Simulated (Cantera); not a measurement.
A Cantera script and what it prints.

```python
import numpy as np
import cantera as ct

gas_names = """
    F F2 N NF NF2 NF3 N2 Si SiF SiF2 SiF3 SiF4 SiN Si2 Si2N Si3
""".split()
cond_names = """
    Si(cr) Si(L) Si3N4(a)
""".split()


# ... load() reads the species with a 1 bar reference pressure and builds the phases ...
atoms = {
    'Si': {'Si': 1},
    'NF3': {'N': 1, 'F': 3},
    'N2': {'N': 2},
}
top_T = {'Si3N4(a)': 2400}  # K; cautious upper limits of use, not melting points


# ... equilibrate(T, P, feed) seeds the gas with the atoms and calls Mixture.equilibrate('TP', solver="vcs", rtol=1e-11, max_steps=5000) ...
results = []
feed = {'Si': 1, 'NF3': 1.3, 'N2': 92}  # mol
T = 1500  # K
P = 1  # Pa
mix = equilibrate(T, P, feed)
results.append((T, P, feed, dict(zip(mix.species_names, mix.species_moles))))
x = sorted(zip(gas.X, gas.species_names), reverse=True)
print(f"T = {T:g} K  P = {P:g} Pa  gas = {mix.phase_moles(0):.4g} mol")
print("   x: " + "  ".join(f"{s} {v:.3e}" for v, s in x if v > 0.001))
print("   condensed (mol): " + ("  ".join(f"{mix.phase(i).name} {mix.phase_moles(i):.4g}"
      for i in range(1, mix.n_phases) if mix.phase_moles(i) > 1e-12) or "none"))
```

Result:

```
T = 1500 K  P = 1 Pa  gas = 93.65 mol
   x: N2 9.893e-01  SiF4 9.664e-03
   condensed (mol): none
```

Method: chemical equilibrium by Gibbs-energy minimisation in Cantera with the NASA 1993 tables (ideal gas, pure condensed phases). The tables' values for SiF3, SiF2 are old estimates; treat these amounts as uncertain.
